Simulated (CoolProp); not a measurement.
A closed Brayton cycle with nitrogen: compressor inlet 310.15 K and 7.3 MPa, high pressure 19.9 MPa, turbine inlet 950 K, compressor efficiency 0.85, turbine efficiency 0.93, recuperator effectiveness 0 (on enthalpy, no pinch check). Each further row changes one setting.

Model: reference Helmholtz-energy equation of state, Span 2000, in CoolProp.

```csv
case,thermal efficiency (%),net work (kJ/kg),compressor to turbine work,compressor exit (K),turbine exit (K)
as stated,18.8,111,0.54,433.0,745.5
turbine inlet 900 K,18.4,98.2,0.57,433.0,704.5
compressor inlet 320.15 K,18.5,106,0.56,446.8,745.5
high pressure 16.9 MPa,16.2,99.7,0.52,410.5,775.8
recuperator effectiveness 0.5,26.5,111,0.54,433.0,745.5
```
